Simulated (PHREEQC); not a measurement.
Synthetic water in mg/L, 25 °C, pH 6.5, pe 12.3:

```json
[
 {"constituent": "Na", "mg/L": "0.017"},
 {"constituent": "K", "mg/L": "0.00012"},
 {"constituent": "Ca", "mg/L": "0.0169"},
 {"constituent": "Mg", "mg/L": "5.79e-05"},
 {"constituent": "Cl", "mg/L": "0.0196"},
 {"constituent": "S(6) as SO4", "mg/L": "0.00555"},
 {"constituent": "Alkalinity as HCO3", "mg/L": "0.0576"},
 {"constituent": "Cd", "mg/L": "3.04e-05"},
 {"constituent": "Cu(2)", "mg/L": "0.00015"},
 {"constituent": "Br", "mg/L": "1.63e-05"}
]
```

Cl is adjusted to close the charge balance.
Valence states are taken as typed.

All values are PHREEQC results (ion-association model, phreeqc.dat), not measurements.

```
Quantity                  Value
--------------  ---------------
ionic strength  2.40e-6 mol/kgw
```

```tsv
species	molality	activity	log γ
HCO3-	1.23e-6	1.22e-6	-0.001
CO2	8.71e-7	8.71e-7	0.000
Na+	7.39e-7	7.38e-7	-0.001
Cl-	5.36e-7	5.35e-7	-0.001
Ca+2	4.22e-7	4.19e-7	-0.003
H+	3.17e-7	3.16e-7	-0.001
SO4-2	5.78e-8	5.74e-8	-0.003
OH-	3.21e-8	3.20e-8	-0.001
K+	3.07e-9	3.06e-9	-0.001
```

Precipitation was switched off in this run. The database's constant for dissolved Cu(OH)2 is higher than later reviews accept.
